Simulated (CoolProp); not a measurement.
Computed with CoolProp (reference Helmholtz-energy equation of state, Wagner 2002).

Q: For water, give the phase and the cp (kJ/(kg K)), Prandtl number at 273.85 °C and 0.732 MPa; 312.35 °C and 0.732 MPa.

A: 
- 273.85 °C and 0.732 MPa: gas; cp 2.11, Prandtl number 0.961
- 312.35 °C and 0.732 MPa: gas; cp 2.10, Prandtl number 0.949

Viscosity comes from a separate model (Huber 2009). Thermal conductivity comes from a separate model (Huber 2012).
